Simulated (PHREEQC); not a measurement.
Consider water at 25 °C with 0.013 mol/kgw Na2SO4 and 0.0046 mol/kgw CaCl2. Closed to the air; pH follows from the charge balance.

Equilibrium calculation in PHREEQC: Pitzer model, pitzer.dat.

Precipitation was switched off in this run.

Q: Predict the specific conductance.

A: specific conductance 3720 µS/cm.

Species that the database lacks are ignored.
